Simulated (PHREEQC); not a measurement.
Solution (35 °C): 25 mmol/kgw HCl, 160 mmol/kgw Al2(SO4)3 and 0.071 mmol/kgw Fe2(SO4)3. Closed to the air; pH follows from the charge balance.

The numbers come from PHREEQC with the ion-association model, phreeqc.dat.

No solid was allowed to form.

**Question.** Estimate the pH, ionic strength.

**Answer.** pH 2.19; ionic strength 0.434 mol/kgw.

**Question.** In which forms is S present?

**Answer.** Al(SO4)2- 41 %, AlSO4+ 41 %, SO4-2 15 %, HSO4- 3.4 % of the S.

Saturation is exceeded, for instance for Hematite (slow to form), Goethite (slow to form); the values hold only as long as no solid forms. Species that the database lacks are ignored.
